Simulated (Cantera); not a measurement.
Charge: 1 mol Si3N4, 0.012 mol H2, 0.03 mol Si, at 1402 °C and 240 Pa.

Cantera equilibrium calculation (NASA polynomials, part measured and part estimated; ideal gas, pure solids and liquids). Candidate condensed phases: Si, Si3N4; 18 gas species. Mutual solubility and eutectic melting of coexisting phases are not modelled. Equilibrium is a limit: real reactors are often held back by kinetics, nucleation or transport.

Base state: H2 0.570, N2 0.428, H 0.00179, Si 0.000181, SiH 1.12e-5 (mole fractions); condensed: Si(s) + Si3N4(s).

What changes in the equilibrium state with this change: temperature from 1402 °C to 1577 °C?


```json
[
 {"species": "N2", "before": "0.428", "after": "0.991"},
 {"species": "H2", "before": "0.570", "after": "0.00553"},
 {"species": "Si", "before": "0.000181", "after": "0.00269"},
 {"species": "Si2", "before": "7.04e-7", "after": "1.88e-5"},
 {"species": "SiN", "before": "3.82e-6", "after": "5.03e-5"},
 {"species": "Si2N", "before": "6.88e-6", "after": "7.66e-5"},
 {"species": "Si(s), mol", "before": "0.0435", "after": "0"},
 {"species": "Si3N4(s), mol", "before": "0.996", "after": "0"},
 {"species": "Si(l), mol", "before": "0", "after": "3.02"}
]
```
The tables' values for SiN are old estimates; treat these amounts as uncertain.

What changes in the equilibrium state with this change: pressure from 240 Pa to 12.0 Pa?


```
species          before    after
-------------  --------  -------
N2                0.428    0.990
H2                0.570  0.00554
Si             0.000181  0.00362
Si2             7.04e-7  1.41e-5
SiN             3.82e-6  2.60e-5
Si(s), mol       0.0435     3.02
Si3N4(s), mol     0.996        0
```
The tables' values for SiN are old estimates; treat these amounts as uncertain.

What changes in the equilibrium state with this change: temperature from 1402 °C to 1927 °C?


```csv
species,before,after
N2,0.428,0.833
Si,0.000181,0.154
H,0.00179,0.00542
H2,0.570,0.00222
Si2,7.04e-7,0.00246
Si3,1.74e-7,0.000481
SiN,3.82e-6,0.00116
Si2N,6.88e-6,0.00128
"Si(s), mol",0.0435,0
"Si3N4(s), mol",0.996,0
"Si(l), mol",0,2.64
```
The tables' values for SiN are old estimates; treat these amounts as uncertain.
